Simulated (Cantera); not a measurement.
# Equilibrium for metals in furnace atmospheres: Pb + O2 + CO

A closed system holds: 1 mol Pb, 0.0079 mol O2, 2.3 mol CO, equilibrated at 10.0 Pa.

These are equilibrium values from Cantera (NASA tables, ideal gas, pure condensed phases), not measurements of a reactor. Candidate condensed phases: C, Pb, PbO, PbO2, Pb3O4; 15 gas species. Kinetics and transport are ignored.

From 873 K to 1023 K the condensed part is Pb(l). From 1098 K to 1473 K nothing is condensed. The main Pb-bearing gas is Pb throughout.

| T (K) | log p CO | log p Pb | log p CO2 | log p PbO | log p Pb2 | n Pb(l) |
|---|---|---|---|---|---|---|
| 873 | -4.01 | -6.20 | -6.17 | -15.27 | -12.65 | 0.985 |
| 948 | -4.02 | -5.32 | -6.18 | -13.64 | -11.18 | 0.884 |
| 1023 | -4.14 | -4.57 | -6.30 | -12.26 | -9.93 | 0.164 |
| 1098 | -4.16 | -4.52 | -6.32 | -11.66 | -10.03 | 0 |
| 1173 | -4.16 | -4.52 | -6.32 | -11.19 | -10.21 | 0 |
| 1248 | -4.16 | -4.52 | -6.32 | -10.77 | -10.38 | 0 |
| 1323 | -4.16 | -4.52 | -6.32 | -10.40 | -10.52 | 0 |
| 1398 | -4.16 | -4.52 | -6.32 | -10.08 | -10.65 | 0 |
| 1473 | -4.16 | -4.52 | -6.32 | -9.78 | -10.77 | 0 |
log p: log10 of the partial pressure in bar; n: condensed amount in mol.
